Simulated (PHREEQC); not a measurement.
## City or well water

Synthetic water in mg/L, 25 °C, pH 6.79, pe 11:

```tsv
constituent	mg/L
Na	89.4
K	3.54
Ca	22.5
Mg	35.1
Cl	131
S(6) as SO4	76.2
Alkalinity as HCO3	184
Sr	0.211
N(5) as NO3	5.11
```

Valence states are taken as typed.

All values are PHREEQC results (ion-association model, wateq4f.dat), not measurements.

No solid was allowed to form.

Question: Predict the charge-balance error.

Answer: charge-balance error -2.4 %.

Question: In which forms is Sr present?

Answer: Sr+2 92 %, SrSO4 5.3 %, SrHCO3+ 2.8 % of the Sr.
